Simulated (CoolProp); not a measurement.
Model: reference Helmholtz-energy equation of state, Lemmon 2006, in CoolProp. It is a short technical equation, of lower accuracy than the large ones.

Task: For acetone, give the phase and the speed of sound (m/s), Joule-Thomson coefficient (K/MPa) at 209.35 °C and 101 kPa; 230.35 °C and 101 kPa.

Result: 
- 209.35 °C and 101 kPa: gas; speed of sound 272, Joule-Thomson coefficient 13.9
- 230.35 °C and 101 kPa: gas; speed of sound 277, Joule-Thomson coefficient 11.9
